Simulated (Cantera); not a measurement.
Cantera run, input and output.

```python
import numpy as np
import cantera as ct

gas = ct.Solution("gri30.yaml")
gas.TPX = 500, 14000, {'CO': 1, 'H2': 0.65, 'O2': 1.06, 'N2': 3.98}
flame = ct.FreeFlame(gas, width=0.16)
flame.set_refine_criteria(ratio=3, slope=0.08, curve=0.16)
flame.transport_model = "mixture-averaged"
flame.solve(loglevel=0, auto=True)
z, T = flame.grid, flame.T
thick = (T[-1] - T[0]) / np.gradient(T, z).max()
show = ['CO', 'H2', 'O2', 'NO2', 'NO', 'H2O']
print(f"laminar burning velocity  {flame.velocity[0] * 100:.3f} cm/s")
print(f"burnt temperature         {T[-1]:.1f} K")
print(f"thermal thickness         {thick * 1e3:.4f} mm")
print(f"grid points               {len(z)}")
z0 = z[flame.heat_release_rate.argmax()]
print(f"{'z/mm':>9s}{'T/K':>9s}{'u/(m/s)':>9s}" + "".join(f"{s:>11s}" for s in show))
rows = []
for k in (-3, -2, -1.5, -1, -0.5, -0.25, 0, 0.25, 0.5, 1, 2, 4, 8):
    zz = z0 + k * thick
    rows.append([k * thick, np.interp(zz, z, T), np.interp(zz, z, flame.velocity),
                 *(np.interp(zz, z, flame.X[gas.species_index(s)]) for s in show)])
    print(f"{rows[-1][0] * 1e3:9.3f}{rows[-1][1]:9.1f}{rows[-1][2]:9.3f}" + "".join(f"{x:11.3e}" for x in rows[-1][3:]))
```

It prints:

```
laminar burning velocity  207.002 cm/s
burnt temperature         2248.0 K
thermal thickness         7.5016 mm
grid points               170
     z/mm      T/K  u/(m/s)         CO         H2         O2        NO2         NO        H2O
  -22.505    500.0    2.070  1.495e-01  9.716e-02  1.584e-01 -4.268e-16  2.162e-16  8.380e-15
  -15.003    500.0    2.070  1.495e-01  9.716e-02  1.584e-01 -4.268e-16  2.162e-16  2.860e-13
  -11.252    500.0    2.070  1.495e-01  9.716e-02  1.584e-01 -4.268e-16  2.162e-16  2.169e-11
   -7.502    500.0    2.070  1.495e-01  9.714e-02  1.584e-01 -4.262e-16  2.248e-16  3.926e-09
   -3.751    501.9    2.075  1.496e-01  9.602e-02  1.586e-01  3.874e-14  4.973e-13  4.641e-05
   -1.875    619.5    2.537  1.471e-01  8.407e-02  1.558e-01  1.479e-12  1.439e-09  5.365e-03
    0.000   1021.1    4.100  1.272e-01  3.582e-02  1.262e-01  1.852e-11  3.556e-07  4.496e-02
    1.875   1324.8    5.234  8.399e-02  9.499e-03  8.228e-02  1.309e-10  3.221e-06  7.430e-02
    3.751   1472.2    5.740  5.846e-02  9.521e-03  6.885e-02  2.531e-10  7.423e-06  7.340e-02
    7.502   1618.0    6.233  4.699e-02  9.844e-03  6.257e-02  4.598e-10  1.450e-05  7.606e-02
   15.003   1756.5    6.702  4.523e-02  8.751e-03  6.027e-02  7.979e-10  2.346e-05  8.272e-02
   30.006   1892.1    7.149  4.127e-02  7.125e-03  5.761e-02  1.455e-09  3.582e-05  8.902e-02
   60.013   2015.9    7.545  3.487e-02  5.398e-03  5.438e-02  3.510e-09  6.207e-05  9.430e-02
```

Model: GRI-Mech 3.0 (53 species, 325 reactions), integrated in Cantera. Burning velocities carry a grid error of a few per cent, more on coarse grids.
